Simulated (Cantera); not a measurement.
Input: 1 mol Ti, 1.2 mol CO, 3.4 mol H₂, 0.037 mol O₂, equilibrated at 7.50 Torr.

Method: chemical equilibrium by Gibbs-energy minimisation in Cantera with the NASA 1993 tables (ideal gas, pure condensed phases). Candidate condensed phases: C, C₆H₆, C₇H₈, C₈H₁₈, H₂O, Ti, TiC, TiO, TiO₂, Ti₂O₃, Ti₃O₅, Ti₄O₇; 113 gas species. Mutual solubility and eutectic melting of coexisting phases are not modelled. TiC: taken at fixed stoichiometry. Rates play no part.

Problem. At 1325 °C, list the 4 most abundant gas species with their mole fractions, and the condensed phases.

Solution. H₂ 0.843, CO 0.156, H 0.000489, H₂O 5.37e-5. Condensed: TiC(s) + Ti₂O₃(s).
